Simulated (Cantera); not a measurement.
Feed: 1 mol SiCl4, 0.15 mol O2, equilibrated at 0.0800 bar.

Method: chemical equilibrium by Gibbs-energy minimisation in Cantera with the NASA 1993 tables (ideal gas, pure condensed phases). Candidate condensed phases: Si, SiO2; 15 gas species. The tables' values for SiCl3 are old estimates; treat these amounts as uncertain. The tables hold silica as quartz up to 1696 K and as liquid above; real silica turns to tridymite and cristobalite and melts near 1996 K. Equilibrium is a limit: real reactors are often held back by kinetics, nucleation or transport.

x: gas mole fraction; n: condensed amount in mol.

```tsv
T (K)	x SiCl4	x Cl2	x Cl	x SiCl3	x SiCl2	x ClO	x O2	n SiO2(α-quartz)	n SiO2(β-quartz)
673	0.739	0.261	5.11e-7	<1e-12	<1e-12	<1e-12	<1e-12	0.150	0
773	0.739	0.261	8.83e-6	<1e-12	<1e-12	<1e-12	<1e-12	0.150	0
873	0.739	0.261	…	3.06e-11	<1e-12	<1e-12	<1e-12	0	0.150
973	0.739	0.261	0.000463	1.39e-9	<1e-12	1.10e-11	1.56e-12	0	0.150
1073	0.738	0.260	…	3.08e-8	<1e-12	…	…	0	0.150
1173	0.737	0.257	0.00635	4.02e-7	2.16e-12	1.22e-9	2.70e-10	0	0.150
1273	0.733	0.250	0.0172	3.50e-6	1.10e-10	7.18e-9	1.85e-9	0	0.150
1373	0.725	0.236	0.0395	2.24e-5	3.21e-9	3.10e-8	8.96e-9	0	0.150
1473	0.710	0.211	0.0789	0.000113	6.20e-8	1.00e-7	3.13e-8	0	0.150
1573	0.688	0.174	0.138	0.000481	8.86e-7	2.44e-7	7.78e-8	0	0.150
```

Q: Fill in the missing entries.

A: 
- 873, x Cl: 8.00e-5
- 1073, x Cl: 0.00194
- 1073, x ClO: 1.45e-10
- 1073, x O2: 2.63e-11
